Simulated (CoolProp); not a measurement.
The fluid at 315.81 K and 0.433 MPa is throttled through a valve to 0.302 MPa with no heat exchange. The same conditions are run with several fluids, on thermodynamics alone (safety and materials aside).

Computed with CoolProp (reference Helmholtz-energy equation of state of each fluid (ethanol: Schroeder 2014; o-xylene: Zhou 2012; isohexane: Lemmon 2006; R141b: Lemmon 2006; cyclohexane: Zhou 2014)).

| fluid | temperature change (K) | final density (kg/m³) |
|---|---|---|
| ethanol | +0.0 | ___ |
| o-xylene | +0.1 | 861 |
| isohexane | +0.0 | ___ |
| R141b | +0.0 | ___ |
| cyclohexane | +0.1 | ___ |

Question: Some entries are withheld; supply them.

Answer: 
- ethanol, final density (kg/m³): 770
- isohexane, final density (kg/m³): 632
- R141b, final density (kg/m³): 1200
- cyclohexane, final density (kg/m³): 757
